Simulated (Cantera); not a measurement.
An adiabatic, constant-volume homogeneous reactor starts with 18.1 % CO, 4.35 % H₂, 16.3 % O₂, 61.2 % N₂, equivalence ratio 0.69, at 1098 K and 26.0 bar.

Model: GRI-Mech 3.0 (53 species, 325 reactions), integrated in Cantera. The hydrogen kinetics of GRI-Mech 3.0 are dated; newer H2 mechanisms differ, most at raised pressure. The pressure lies above the range GRI-Mech 3.0 was tuned for (to about 10 atm).

Predict: time of steepest temperature rise; temperature at 1.00 s; equilibrium temperature; x(CO) at 1.00 s; x(H₂) at 1.00 s; x(O₂) at 1.00 s; x(CO₂) at 1.00 s; x(NO) at 1.00 s; x(H₂O) at 1.00 s; x(NO₂) at 1.00 s.


- time of steepest temperature rise: 0.424 ms
- temperature at 1.00 s: 2885 K
- equilibrium temperature: 2885 K
- x(CO) at 1.00 s: 0.0212 (gas-phase equilibrium 0.0212)
- x(H₂) at 1.00 s: 0.000722 (gas-phase equilibrium 0.000722)
- x(O₂) at 1.00 s: 0.0545 (gas-phase equilibrium 0.0545)
- x(CO₂) at 1.00 s: 0.180 (gas-phase equilibrium 0.180)
- x(NO) at 1.00 s: 0.0195 (gas-phase equilibrium 0.0195)
- x(H₂O) at 1.00 s: 0.0439 (gas-phase equilibrium 0.0439)
- x(NO₂) at 1.00 s: 4.89e-5 (gas-phase equilibrium 4.89e-5)
